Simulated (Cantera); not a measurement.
An isothermal, constant-pressure homogeneous reactor starts with CH4 : N2 = 1 : 4 (molar parts), at 1350 K and 1330 Pa.

Model: GRI-Mech 3.0 (53 species, 325 reactions), integrated in Cantera. GRI-Mech 3.0 stops at C3 and has no aromatics, soot or wall deposition, so with more carbon than oxygen in the feed, carbon stays in small species such as C2H2 where larger ones or solid carbon would form. Radical loss at walls, strong at low pressure, is not modelled.

Predict: x(CH4) at 100 s; x(H) at 100 s; x(CH3) at 100 s; x(C2H6) at 100 s; x(C2H2) at 100 s; x(H2) at 100 s.


```
Item                                                Value
----------------  ---------------------------------------
x(CH4) at 100 s     0.153 (gas-phase equilibrium 0.00180)
x(H) at 100 s     1.15e-6 (gas-phase equilibrium 1.03e-5)
x(CH3) at 100 s   5.89e-5 (gas-phase equilibrium 1.49e-6)
x(C2H6) at 100 s  2.94e-5 (gas-phase equilibrium 2.30e-8)
x(C2H2) at 100 s    0.0191 (gas-phase equilibrium 0.0460)
x(H2) at 100 s       0.0587 (gas-phase equilibrium 0.248)
```
